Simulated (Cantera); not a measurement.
A perfectly stirred reactor is fed with CH4 : H2 : O2 : N2 = 1 : 1.2 : 5.42 : 20.4 (molar parts), equivalence ratio 0.48, at 750 Torr; it is adiabatic with a 550 K inlet, and is followed from long to short residence time, starting on the burning branch (τ in s: 0.19, 0.065, 0.022, 0.0077, 0.0026, 0.00091, 0.00031, 0.00011, 3.7e-05, 1.3e-05).

Model: GRI-Mech 3.0 (53 species, 325 reactions), integrated in Cantera.

Q: Predict: blow-out, bracketed by the residence times tried; x(CH4) at τ = 0.190 s; x(H2) at τ = 0.190 s; x(O2) at τ = 0.190 s; x(CO) at τ = 0.190 s; x(NO2) at τ = 0.190 s; x(CH4) at τ = 0.910 ms; x(H2) at τ = 0.910 ms; x(O2) at τ = 0.910 ms; x(CO) at τ = 0.910 ms; x(NO2) at τ = 0.910 ms.

A: 
```json
{
  "blow_out_bracketed_by_the_residence_times_tried": "burning at 0.110 ms, out at 37.0 µs",
  "x(CH4) at τ = 0.190 s": "6.08e-6",
  "x(H2) at τ = 0.190 s": "5.42e-5",
  "x(O2) at τ = 0.190 s": "0.103",
  "x(CO) at τ = 0.190 s": "0.000120",
  "x(NO2) at τ = 0.190 s": "2.06e-8",
  "x(CH4) at τ = 0.910 ms": "0.000190",
  "x(H2) at τ = 0.910 ms": "0.00164",
  "x(O2) at τ = 0.910 ms": "0.104",
  "x(CO) at τ = 0.910 ms": "0.00431",
  "x(NO2) at τ = 0.910 ms": "4.53e-9"
}
```
